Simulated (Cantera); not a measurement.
A closed system holds: 1 mol Si, 0.99 mol Cl₂, 32 mol H₂, equilibrated at 500 K and 133 Pa.

Equilibrium computed with Cantera from the NASA thermochemical tables; the gas is ideal and each condensed phase is pure. Candidate condensed phases: Si; 19 gas species. Equilibrium is a limit: real reactors are often held back by kinetics, nucleation or transport.

Base state: H₂ 0.984, SiCl₄ 0.0130, SiHCl₃ 0.00301, SiH₂Cl₂ 2.40e-5 (mole fractions); condensed: Si(s).

### Question
What changes in the equilibrium state with this change: temperature from 500 K to 1475 K?

### Answer
```
species      before     after
----------  -------  --------
H₂            0.984     0.947
HCl         6.76e-6    0.0459
SiCl₂         <1e-9   0.00700
SiCl₄        0.0130   6.08e-7
H             <1e-9  0.000346
Cl            <1e-9   1.36e-5
SiCl₃       3.57e-9   3.54e-5
SiHCl₃      0.00301   1.19e-6
SiH₂Cl₂     2.40e-5   3.64e-7
Si(s), mol    0.480     0.767
```
The tables' values for SiCl₃ are old estimates; treat these amounts as uncertain.
